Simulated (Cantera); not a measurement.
A closed system holds: 1 mol FeCl2, 0.027 mol HCl, 1.5 mol H2, held at 1750 K and 0.000360 bar.

Equilibrium computed with Cantera from the NASA thermochemical tables; the gas is ideal and each condensed phase is pure. Candidate condensed phases: Fe, FeCl2, FeCl3; 11 gas species. The numbers say what is thermodynamically allowed, not how fast it happens.

Base state: H2 0.419, HCl 0.299, FeCl2 0.231, Fe 0.0387, H 0.00793, Cl 0.00437, FeCl 0.000227 (mole fractions); condensed: Fe(δ).

Question: What changes in the equilibrium state with this change: pressure from 0.000360 bar to 2.60e-5 bar?

Answer: 
| species | before | after |
|---|---|---|
| HCl | 0.299 | 0.340 |
| H2 | 0.419 | 0.297 |
| Fe | 0.0387 | 0.177 |
| FeCl2 | 0.231 | 0.140 |
| Cl | 0.00437 | 0.0220 |
| H | 0.00793 | 0.0248 |
| FeCl | 0.000227 | 0.000377 |
| Fe(δ), mol | 0.285 | 0 |

Question: What changes in the equilibrium state with this change: FeCl2 replaced by FeCl3?

Answer: 
```
species       before     after
----------  --------  --------
HCl            0.299     0.369
FeCl2          0.231     0.297
H2             0.419     0.297
Fe            0.0387    0.0231
Cl           0.00437   0.00640
H            0.00793   0.00668
FeCl        0.000227  0.000199
Fe(δ), mol     0.285         0
```
